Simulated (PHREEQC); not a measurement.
Ultrapure water in contact with air or piping

Synthetic water in mg/kgw, 25 °C, pH 6.88, pe 0.8: Na 0.0255; K 0.000565; Ca 0.0537; Mg 0.00758; Cl 0.0107; S(6) as SO4 0.0551; Alkalinity as HCO3 0.187; Ba 0.000468; Fe(2) 3.03e-05.

Valence states are taken as typed.

Computed with PHREEQC (ion-association model, phreeqc.dat).

Precipitation was switched off in this run.

### Question
Predict the charge-balance error.

### Answer
charge-balance error -0.9 %.

### Question
In which forms is C present?

### Answer
HCO3- 77 %, CO2 23 % of the C.
